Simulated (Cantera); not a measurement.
Input: 1 mol Si3N4, 0.06 mol N2O, 1.5 mol N2, equilibrated at 1.10 Pa.

These are equilibrium values from Cantera (NASA tables, ideal gas, pure condensed phases), not measurements of a reactor. Candidate condensed phases: Si, SiO2, Si2N2O, Si3N4; 16 gas species. Mutual solubility and eutectic melting of coexisting phases are not modelled. The numbers say what is thermodynamically allowed, not how fast it happens.

Task: Which condensed phases are stable at each of these points (T (K)): 1000, 1075, 1150, 1225, 1300, 1375, 1450, 1525, 1600, 1675, 1750, 1825, 1900, 1975?

Result: 
| T (K) | condensed phases | Si condensed (%) |
|---|---|---|
| 1000 | Si2N2O(s) + Si3N4(s) | 100.0 |
| 1075 | Si2N2O(s) + Si3N4(s) | 100.0 |
| 1150 | Si2N2O(s) + Si3N4(s) | 100.0 |
| 1225 | Si2N2O(s) + Si3N4(s) | 100.0 |
| 1300 | Si2N2O(s) + Si3N4(s) | 100.0 |
| 1375 | Si2N2O(s) + Si3N4(s) | 99.9 |
| 1450 | Si(s) | 98.0 |
| 1525 | Si(s) | 97.8 |
| 1600 | Si(s) | 96.9 |
| 1675 | Si(s) | 92.9 |
| 1750 | Si(l) | 78.5 |
| 1825 | Si(l) | 10.5 |
| 1900 | gas only | 0.0 |
| 1975 | gas only | 0.0 |

From 1000 K to 1375 K the condensed part is Si2N2O(s) + Si3N4(s). From 1450 K to 1675 K the condensed part is Si(s). From 1750 K to 1825 K the condensed part is Si(l). From 1900 K to 1975 K nothing is condensed.
